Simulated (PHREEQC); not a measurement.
A made-up water analysis in mg/L, 55 °C, pH 6.29, pe 9.1:

```
constituent         mg/L
------------------  ----
Na                   257
K                    104
Ca                   580
Mg                   155
Cl                   747
S(6) as SO4          960
Alkalinity as HCO3   931
Cu(2)               43.9
Zn                  40.9
```

Cl is adjusted to close the charge balance.
Valence states are taken as typed.

Computed with PHREEQC (ion-association model, wateq4f.dat).

Question: The ionic strength comes out as 0.0677 mol/kgw. What activity coefficients do Cl-, Zn(CO3)2-2, CuHCO3+, ZnHCO3+, CuCl+ get?

Answer: Cl- 0.78, Zn(CO3)2-2 0.40, CuHCO3+ 0.79, ZnHCO3+ 0.79, CuCl+ 0.79.

No solid was allowed to form. Saturation is exceeded, for instance for Malachite, Atacamite; the values hold only as long as no solid forms. Away from 25 °C the constants follow the database's enthalpies or fits; those with neither stay at their 25 °C values. The database's zinc carbonate complexes are estimates, stronger than later reviews accept.
